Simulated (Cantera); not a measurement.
## Ignition delay

Mixture: 9.61 % CH4, 7.11 % H2, 17.5 % O2, 65.8 % N2, equivalence ratio 1.3, at 11300 Torr, adiabatic and at constant pressure. Ignition delay is the time to a rise of 400 K.

Computed with Cantera and GRI-Mech 3.0 (53 species, 325 reactions). The pressure lies above the range GRI-Mech 3.0 was tuned for (to about 10 atm). Below about 1000 K GRI-Mech 3.0 lacks low-temperature oxidation paths.

```json
[
 {"T0 (K)": "998", "delay (ms)": "9.75"},
 {"T0 (K)": "1073", "delay (ms)": "1.91"},
 {"T0 (K)": "1148", "delay (ms)": "0.476"},
 {"T0 (K)": "1223", "delay (ms)": "0.168"},
 {"T0 (K)": "1298", "delay (ms)": "0.0814"},
 {"T0 (K)": "1373", "delay (ms)": "0.0467"},
 {"T0 (K)": "1448", "delay (ms)": "0.0289"},
 {"T0 (K)": "1523", "delay (ms)": "0.0185"}
]
```

* **apparent activation energy between 1373 and 1523 K**: 110 kJ/mol
